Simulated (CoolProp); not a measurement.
Saturation properties of R245ca.

The numbers come from the reference Helmholtz-energy equation of state, Zhou 2016 in CoolProp.

| T (°C) | p (bar) | liquid density (kg/m³) | liquid cp (kJ/(kg K)) |
|---|---|---|---|
| -15.25 | ? | 1484 | 1.331 |
| -6.85 | 0.2429 | 1465 | 1.339 |
| 1.45 | 0.3657 | 1445 | ? |
| 9.75 | 0.5344 | 1425 | 1.358 |
| 18.15 | ? | 1404 | 1.369 |
| 26.45 | 1.061 | 1384 | 1.381 |
| 34.75 | 1.442 | 1362 | 1.395 |
| 43.05 | 1.922 | 1341 | 1.409 |
| 51.45 | 2.526 | 1318 | 1.425 |
| 59.75 | 3.256 | 1295 | 1.442 |
| 68.05 | 4.138 | 1272 | 1.461 |
| 76.45 | 5.204 | 1247 | 1.482 |

Problem. What belongs in the gaps?

Solution. 
- -15.25, p (bar): 0.1552
- 1.45, liquid cp (kJ/(kg K)): 1.348
- 18.15, p (bar): 0.7636

It boils at 25.3 °C under 1 atm.
